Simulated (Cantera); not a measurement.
A closed system holds: 1 mol Cr, 0.18 mol N2O, 39 mol N2, at 0.0133 bar.

Equilibrium computed with Cantera from the NASA thermochemical tables; the gas is ideal and each condensed phase is pure. Candidate condensed phases: Cr, CrN, Cr2N, Cr2O3; 14 gas species. Kinetics and transport are ignored.

Problem. At 2225 K, list the 6 most abundant gas species with their mole fractions, and the condensed phases.

Solution. N2 0.975, Cr 0.0208, CrO 0.00378, CrO2 0.000272, NO 8.00e-5, O 6.76e-5. Condensed: gas only.
